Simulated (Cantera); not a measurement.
A Cantera script and its output.

```python
import numpy as np
import cantera as ct

surf = ct.Interface("diamond.yaml", "diamond_100")
gas, bulk = surf.adjacent["gas"], surf.adjacent["diamond"]
k = surf.kinetics_species_index(bulk.species_names[0])
cover = ["c6HH", "c6H*", "c6*H", "c6**", "c6HM", "c6B"]

rows, drift = [], 0.0
print(f"{'T':>10s}{'um/h':>11s}" + "".join(f"{s:>11s}" for s in cover))
for v in [950, 1000, 1050, 1100, 1150, 1200, 1250, 1300, 1350, 1400]:
    T, P, xH, xCH3 = v, 9300, 0.00057, 0.0015
    gas.TPX = T, P, {"H": xH, "CH3": xCH3, "CH4": 0.015, "H2": 1 - xH - xCH3 - 0.015}
    surf.TP = bulk.TP = T, P
    surf.coverages = "c6H*:0.1, c6HH:0.9"
    surf.advance_coverages(100.0)
    before = surf.coverages
    surf.advance_coverages(100.0)
    drift = max(drift, np.max(np.abs(surf.coverages - before) / (surf.coverages + 1e-9)))
    rate = surf.net_production_rates[k] * bulk.mean_molecular_weight / bulk.density * 3.6e9
    rows.append([rate, *surf[cover].coverages])
    print(f"{v:10.4g}{rate:11.4e}" + "".join(f"{x:11.3e}" for x in rows[-1][1:]))
```

Result:

```
         T       um/h       c6HH       c6H*       c6*H       c6**       c6HM        c6B
       950 1.6153e+01  2.323e-01  4.778e-03  1.134e-01  1.306e-03  4.976e-01  4.383e-08
      1000 2.1606e+01  2.613e-01  7.414e-03  1.517e-01  2.220e-03  4.216e-01  5.863e-08
      1050 2.4990e+01  3.108e-01  1.181e-02  2.114e-01  3.815e-03  3.200e-01  6.781e-08
      1100 2.2882e+01  3.789e-01  1.872e-02  2.965e-01  6.419e-03  1.946e-01  6.209e-08
      1150 1.6607e+01  4.323e-01  2.674e-02  3.790e-01  9.577e-03  9.016e-02  4.506e-08
      1200 1.1436e+01  4.527e-01  3.366e-02  4.308e-01  1.240e-02  3.479e-02  3.103e-08
      1250 8.9799e+00  4.542e-01  3.912e-02  4.559e-01  1.467e-02  1.260e-02  2.437e-08
      1300 8.0041e+00  4.514e-01  4.361e-02  4.659e-01  1.660e-02  4.556e-03  2.172e-08
      1350 6.9364e+00  4.508e-01  4.748e-02  4.682e-01  1.848e-02  1.673e-03  1.882e-08
      1400 4.9504e+00  4.541e-01  5.090e-02  4.659e-01  2.021e-02  6.309e-04  1.343e-08
```

Computed with Cantera and the Harris–Goodwin 1993 mechanism for the reconstructed diamond (100) surface.
